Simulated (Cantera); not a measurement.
Gas mixture: NO : O2 = 0.75 : 0.72 (molar parts), at 0.420 bar, frozen composition.

Cantera's kinetic-theory transport with the Lennard-Jones parameters of GRI-Mech 3.0, ideal gas; thermal conductivity in the mixture-averaged form. The composition is frozen, though it would react at the higher temperatures.

D: mixture-averaged diffusion coefficient of that species in the mixture.

| T (K) | ρ (kg/m³) | cp (J/kg/K) | μ (µPa s) | λ (mW/m/K) | Pr | D (cm²/s) CO2 | D (cm²/s) NH3 | D (cm²/s) H2O |
|---|---|---|---|---|---|---|---|---|
| 400 | 0.391 | 969.6 | 24.3 | 33.1 | 0.713 | 0.633 | 0.920 | 0.953 |
| 600 | 0.261 | 1022 | 32.3 | 46.6 | 0.708 | 1.29 | 1.94 | 2.03 |
| 800 | 0.196 | 1073 | ? | ? | 0.709 | ? | ? | ? |
| 1000 | 0.157 | 1111 | 45.3 | 71.0 | 0.709 | 3.10 | 4.75 | 5.03 |
| 1200 | 0.130 | 1136 | ? | ? | 0.708 | ? | ? | ? |
| 1400 | 0.112 | 1157 | 56.5 | 92.4 | 0.707 | 5.45 | 8.43 | 8.98 |
| 1600 | 0.0978 | 1175 | 61.6 | 102 | 0.707 | 6.82 | 10.6 | 11.3 |
| 1800 | 0.0869 | 1190 | 66.4 | 112 | 0.707 | 8.29 | 12.9 | 13.7 |

Problem. What belongs in the gaps?

Solution. 
- 800, μ (µPa s): 39.2
- 800, λ (mW/m/K): 59.3
- 800, D (cm²/s) CO2: 2.12
- 800, D (cm²/s) NH3: 3.22
- 800, D (cm²/s) H2O: 3.40
- 1200, μ (µPa s): 51.1
- 1200, λ (mW/m/K): 82.0
- 1200, D (cm²/s) CO2: 4.21
- 1200, D (cm²/s) NH3: 6.49
- 1200, D (cm²/s) H2O: 6.90
